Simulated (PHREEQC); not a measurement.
A column of 0.1 m (40 cells, dispersivity 0.0035 m, 300 s a shift, diffusion coefficient 3e-10 m²/s) holds 0.0032 eq of the database's cation exchanger X per kg of pore water, first in equilibrium with 0.043 mol/kgw NaCl, 0.00053 mol/kgw (NH4)2SO4 and 1e-05 mol/kgw HCl. It is flushed with 1.2 mmol/kgw MgSO4, 1 mmol/kgw NaCl and 0.01 mmol/kgw HCl, at 40 °C. Values are for the last cell. The system is closed to CO2. Precipitation was switched off in this run.

Base run: PHREEQC, ion-association model, phreeqc.dat. Each further column changes one thing. The table gives NH4 in solution (mol/kgw).

```csv
pore volumes,base,exchange capacity from 0.0032 to 0.0016 eq/kgw,dispersivity from 0.0035 to 0.007 m
0,0.00106,0.00106,0.00106
0.5125,0.00105,0.00105,0.00102
0.8875,0.000700,0.000717,0.000646
1.387,0.000176,0.000278,0.000258
1.762,0.000121,6.34e-5,0.000203
2.263,0.000424,3.22e-6,0.000186
2.638,2.22e-5,3.41e-7,3.77e-5
3.138,9.32e-7,1.64e-8,6.33e-6
3.513,9.70e-8,1.64e-9,1.79e-6
4.013,5.05e-9,7.41e-11,3.44e-7
```

Away from 25 °C the constants follow the database's enthalpies or fits; those with neither stay at their 25 °C values.
